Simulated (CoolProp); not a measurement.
R1233zd(E) at several states: density (kg/m³) from the reference equation and from simpler models built on Tc = 165.7 °C, pc = 35.83 bar, ω = 0.304; each cubic takes its own stable root.

Values from CoolProp's reference Helmholtz-energy equation of state, Akasaka 2022.

```json
[
 {"T (°C)": "122.95", "p (bar)": "2.24", "phase": "gas", "reference": "9.172", "van der Waals": "___", "Redlich-Kwong": "9.142", "Soave-Redlich-Kwong": "___", "Peng-Robinson": "9.181"},
 {"T (°C)": "62.95", "p (bar)": "70.9", "phase": "liquid", "reference": "1194", "van der Waals": "743.6", "Redlich-Kwong": "1038", "Soave-Redlich-Kwong": "___", "Peng-Robinson": "1218"},
 {"T (°C)": "-14.85", "p (bar)": "98.4", "phase": "liquid", "reference": "1373", "van der Waals": "834.7", "Redlich-Kwong": "1205", "Soave-Redlich-Kwong": "1239", "Peng-Robinson": "1393"},
 {"T (°C)": "-41.55", "p (bar)": "1.82", "phase": "liquid", "reference": "___", "van der Waals": "826.9", "Redlich-Kwong": "1226", "Soave-Redlich-Kwong": "___", "Peng-Robinson": "1420"},
 {"T (°C)": "88.05", "p (bar)": "42.9", "phase": "liquid", "reference": "1113", "van der Waals": "___", "Redlich-Kwong": "945.9", "Soave-Redlich-Kwong": "991.2", "Peng-Robinson": "1121"}
]
```

### Question
What belongs in the gaps?

### Answer

- 122.95, van der Waals: 9.096
- 122.95, Soave-Redlich-Kwong: 9.156
- 62.95, Soave-Redlich-Kwong: 1079
- -41.55, reference: 1412
- -41.55, Soave-Redlich-Kwong: 1262
- 88.05, van der Waals: 684.6
